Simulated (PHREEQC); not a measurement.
A solution holds 0.2 mol/kgw NH4HF2 and 0.0019 mol/kgw (NH4)2SiF6, at 90 °C. Closed to the air; pH follows from the charge balance.

All values are PHREEQC results (ion-association model, phreeqc.dat), not measurements.

Precipitation was switched off in this run.

### Question
Predict the pH, density.

### Answer
pH 3.55; density 0.970 g/cm³.

### Question
In which forms is F present?

### Answer
HF2- 34 %, F- 32 %, HF 32 %, SiF6-2 2.8 % of the F.

Complexes and solids missing from the database can't appear. Constants without temperature data keep their 25 °C values here. SiF6-2 is the database's only silicon fluoride.
